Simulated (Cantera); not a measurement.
A closed system holds: 1 mol (CH₃)₂SiCl₂, 0.043 mol C₃H₈, 1900 mol H₂, at 133 Pa.

Cantera equilibrium calculation (NASA polynomials, part measured and part estimated; ideal gas, pure solids and liquids). Candidate condensed phases: C, C₆H₆, C₇H₈, C₈H₁₈, Si, SiC; 109 gas species. The feed counts by its element totals alone. Equilibrium is a limit: real reactors are often held back by kinetics, nucleation or transport.

### Question
Which condensed phases are stable at each of these points (T (K)): 1298, 1398, 1498, 1598, 1698, 1798, 1898, 1998, 2098, 2198, 2298, 2398, 2498, 2598?

### Answer
```json
[
 {"T (K)": "1298", "condensed phases": "C(graphite) + SiC(s)", "Si condensed (%)": "100.0"},
 {"T (K)": "1398", "condensed phases": "C(graphite) + SiC(s)", "Si condensed (%)": "100.0"},
 {"T (K)": "1498", "condensed phases": "C(graphite) + SiC(s)", "Si condensed (%)": "100.0"},
 {"T (K)": "1598", "condensed phases": "C(graphite) + SiC(s)", "Si condensed (%)": "99.8"},
 {"T (K)": "1698", "condensed phases": "C(graphite) + SiC(s)", "Si condensed (%)": "98.5"},
 {"T (K)": "1798", "condensed phases": "C(graphite) + SiC(s)", "Si condensed (%)": "88.4"},
 {"T (K)": "1898", "condensed phases": "C(graphite) + SiC(s)", "Si condensed (%)": "28.1"},
 {"T (K)": "1998", "condensed phases": "gas only", "Si condensed (%)": "0.0"},
 {"T (K)": "2098", "condensed phases": "gas only", "Si condensed (%)": "0.0"},
 {"T (K)": "2198", "condensed phases": "gas only", "Si condensed (%)": "0.0"},
 {"T (K)": "2298", "condensed phases": "gas only", "Si condensed (%)": "0.0"},
 {"T (K)": "2398", "condensed phases": "gas only", "Si condensed (%)": "0.0"},
 {"T (K)": "2498", "condensed phases": "gas only", "Si condensed (%)": "0.0"},
 {"T (K)": "2598", "condensed phases": "gas only", "Si condensed (%)": "0.0"}
]
```

From 1298 K to 1898 K the condensed part is C(graphite) + SiC(s). From 1998 K to 2598 K nothing is condensed.
